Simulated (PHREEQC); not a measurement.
**Buffer (model solution)**

A solution holds 0.013 mol HF, 0.00076 mol Na2B4O7 and 0.00021 mol LiCl per kg of water, at 25 °C. Closed to the air; pH follows from the charge balance.

Computed with PHREEQC (ion-association model, phreeqc.dat).

| Item | Value |
|---|---|
| pH | 2.73 |
| ionic strength | 0.00369 mol/kgw |
| total alkalinity | -11.5 meq/kg |

```csv
species,molality,activity,log γ
HF,0.00322,0.00323,0.000
H+,0.00197,0.00185,-0.026
BF4-,0.00192,0.00179,-0.029
Na+,0.00152,0.00142,-0.028
F-,0.00124,0.00116,-0.029
H3BO3,0.000813,0.000814,0.000
BF3OH-,0.000219,0.000205,-0.029
Cl-,0.000210,0.000197,-0.029
Li+,0.000210,0.000197,-0.028
BF2(OH)2-,9.27e-5,8.68e-5,-0.029
HF2-,1.54e-5,1.44e-5,-0.029
```

This is a speciation only: nothing precipitates in the calculation. Real BF4- forms and hydrolyses slowly; the run takes it at equilibrium.
